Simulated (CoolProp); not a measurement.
p-xylene at several states: density (kg/m³) from the reference equation and from simpler models built on Tc = 616.2 K, pc = 3.532 MPa, ω = 0.324; each cubic takes its own stable root.

The numbers come from the reference Helmholtz-energy equation of state, Zhou 2012 in CoolProp.

```
T (K)  p (MPa)   phase  reference  Redlich-Kwong  Soave-Redlich-Kwong  Peng-Robinson
-----  -------  ------  ---------  -------------  -------------------  -------------
382     0.0149     gas     0.5025         0.5007               0.5012         0.5013
348.2     4.85  liquid      817.5          690.6                712.8          802.0
386.1   0.0327     gas      1.102          1.094                1.096          1.097
525.2     1.15  liquid          ?          35.30                    ?          590.1
412.4    0.544  liquid      752.8          626.0                    ?              ?
```

Q: Some entries are withheld; supply them.

A: 
- 525.2, reference: 619.5
- 525.2, Soave-Redlich-Kwong: 519.8
- 412.4, Soave-Redlich-Kwong: 656.5
- 412.4, Peng-Robinson: 742.2

At some of these states Redlich-Kwong gives the other phase, because its saturation line lies elsewhere.
